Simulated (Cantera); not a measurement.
**Gas-phase reforming**

An isothermal, constant-pressure homogeneous reactor starts with 33.3 % CH4, 66.7 % CO2, at 1498 K and 760 Torr.

Computed with Cantera and GRI-Mech 3.0 (53 species, 325 reactions).

```csv
t (s),x CH4,x CO2,x OH,x CH2,x HCO,x H,x CO
5.00e-5,0.333,0.667,3.39e-10,2.78e-11,<1e-12,2.65e-8,1.92e-7
0.000117,0.333,0.667,3.54e-10,1.34e-10,<1e-12,2.77e-8,4.62e-7
0.000272,0.333,0.667,4.03e-10,4.55e-10,2.05e-12,3.16e-8,1.19e-6
0.000633,0.333,0.667,4.76e-10,8.19e-10,1.49e-11,3.72e-8,3.33e-6
0.00148,0.333,0.667,6.10e-10,1.26e-9,6.46e-11,4.76e-8,9.80e-6
0.00344,0.332,0.666,1.01e-9,2.15e-9,2.35e-10,7.80e-8,3.36e-5
0.00803,0.329,0.666,2.28e-9,3.57e-9,5.79e-10,1.74e-7,0.000146
0.0187,0.321,0.662,6.05e-9,4.42e-9,7.98e-10,4.40e-7,0.000728
0.0436,0.302,0.651,1.44e-8,3.82e-9,7.22e-10,9.53e-7,0.00351
0.102,0.268,0.622,3.12e-8,3.18e-9,6.24e-10,1.68e-6,0.0147
0.237,0.213,0.558,6.71e-8,3.31e-9,6.86e-10,2.45e-6,0.0509
0.553,0.136,0.437,1.47e-7,5.11e-9,1.11e-9,3.09e-6,0.134
1.29,0.0615,0.298,2.70e-7,8.08e-9,2.05e-9,4.18e-6,0.242
3.00,0.0305,0.222,2.93e-7,6.22e-9,3.42e-9,6.07e-6,0.320
7.00,0.0248,0.174,2.24e-7,2.99e-9,4.62e-9,7.03e-6,0.390
```
x: mole fraction; the columns are a selection and need not sum to one.

Equilibrium at this temperature and pressure: CH4 4.54e-7, CO2 0.0830, OH 1.07e-7, CH2 <1e-12, HCO 7.78e-9, H 9.14e-6, CO 0.517 (gas phase only).
